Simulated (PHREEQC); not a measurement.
Consider water at 25 °C with 1.3 mol KOH, 0.13 mol H3BO3 and 0.5 mol KBr per kg of water. Closed to the air; pH follows from the charge balance.

Model: Pitzer model, pitzer.dat, run in PHREEQC.

No solid was allowed to form.

### Question
Predict the pH, osmotic coefficient.

### Answer
pH 14.05; osmotic coefficient 0.996.

In brines, pH and single-ion activities rest on the MacInnes convention.
